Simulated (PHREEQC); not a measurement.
A solution holds 0.011 mol/kgw HBr, 0.0074 mol/kgw KF and 0.00012 mol/kgw NaOH, at 20 °C. Closed to the air; pH follows from the charge balance.

The numbers come from PHREEQC with the ion-association model, phreeqc.dat.

| Item | Result |
|---|---|
| pH | 2.37 |
| ionic strength | 0.0122 mol/kgw |
| specific conductance | 2540 µS/cm |
| total alkalinity | -10.9 meq/kg |

```csv
species,molality,activity,log γ
Br-,0.0110,0.00979,-0.050
K+,0.00740,0.00660,-0.049
HF,0.00616,0.00618,0.001
H+,0.00469,0.00426,-0.042
F-,0.00119,0.00106,-0.050
Na+,0.000120,0.000107,-0.048
HF2-,2.69e-5,2.40e-5,-0.048
```

Precipitation was switched off in this run. Species that the database lacks are ignored.
